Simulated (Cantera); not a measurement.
An adiabatic, constant-volume homogeneous reactor starts with CH4 : C2H6 : O2 : N2 = 1 : 0.073 : 0.902 : 3.25 (molar parts), at 1625 K and 1.00 atm. Integrator tolerance rtol = 1e-08.

Computed with Cantera and GRI-Mech 3.0 (53 species, 325 reactions).

```
quantity                                                              before                                    after
---------------------------------  -----------------------------------------  ---------------------------------------
time of steepest temperature rise                                   0.146 ms                                  50.2 µs
temperature at 0.200 s                                                2638 K                                   2694 K
equilibrium temperature                                               2638 K                                   2694 K
x(CH4) at 0.200 s                  2.04e-10 (gas-phase equilibrium 2.28e-10)  4.36e-9 (gas-phase equilibrium 4.89e-9)
x(C2H6) at 0.200 s                     <1e-12 (gas-phase equilibrium <1e-12)    <1e-12 (gas-phase equilibrium <1e-12)
x(O2) at 0.200 s                     8.39e-6 (gas-phase equilibrium 8.39e-6)  2.66e-6 (gas-phase equilibrium 2.66e-6)
x(H2O) at 0.200 s                      0.0879 (gas-phase equilibrium 0.0879)    0.0891 (gas-phase equilibrium 0.0891)
x(H2) at 0.200 s                         0.237 (gas-phase equilibrium 0.237)      0.240 (gas-phase equilibrium 0.240)
```

Q: Name the change that produced these shifts.
A) pressure from 1.00 atm to 4.93 atm
B) initial temperature 1625 to 1723 K
C) initial temperature 1625 to 1350 K
D) O2 0.902 to 1.2 parts

A: A, pressure from 1.00 atm to 4.93 atm
